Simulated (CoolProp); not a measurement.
Vapour-liquid equilibrium of R245fa (1) + isopentane (2) at 303.4 K; x and y are mole fractions of (1).

The numbers come from the multi-fluid Helmholtz-energy mixture model, Akasaka 2015 and Lemmon 2006; pair parameters Bell 2016 in CoolProp.

Problem. Give the bubble pressure and the first vapour's composition at x = 0.15, 0.55, 0.75. Is there an azeotrope?

Solution. x = 0.15: 0.1785 MPa, y = 0.448; x = 0.55: 0.2279 MPa, y = 0.654; x = 0.75: 0.2284 MPa, y = 0.689. y crosses x between x = 0.65 and 0.75: the model has an azeotrope there.

Pair parameters are fitted to limited data, so mixtures are less certain than the pure fluids. With so large a gap from Raoult's law the liquid may split in two, which this calculation doesn't test in full.
